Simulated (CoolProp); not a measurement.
Vapour-liquid equilibrium of carbon dioxide (1) + R134a (2) at -37.05 °C; x and y are mole fractions of (1).

Model: multi-fluid Helmholtz-energy mixture model, Span 1996 and Tillner-Roth 1994; pair parameters Bell 2016, in CoolProp.

```tsv
x	bubble pressure, mixture model (MPa)	bubble pressure, Raoult's law (MPa)	y, mixture model	y, Raoult's law
0.05	0.1019	0.1126	0.435	0.497
0.15	0.1988	0.2184	0.735	0.768
0.25	0.3062	0.3243	0.844	0.862
0.35	0.4176	0.4301	0.898	0.910
0.45	(withheld)	0.5359	(withheld)	0.939
0.55	0.6358	0.6418	0.950	0.958
0.65	0.7402	0.7476	(withheld)	0.972
0.75	0.8432	0.8535	0.976	0.983
0.85	0.9482	0.9593	0.986	0.991
0.95	(withheld)	1.065	0.995	0.997
```

Task: Some entries are withheld; supply them.

Result: 
- 0.45, bubble pressure, mixture model (MPa): 0.5282
- 0.45, y, mixture model: 0.929
- 0.65, y, mixture model: 0.964
- 0.95, bubble pressure, mixture model (MPa): 1.059

The largest gap from Raoult's law is -9.5 % in bubble pressure, at x = 0.05. No azeotrope shows between x = 0.05 and 0.95.

Pair parameters are fitted to limited data, so mixtures are less certain than the pure fluids.
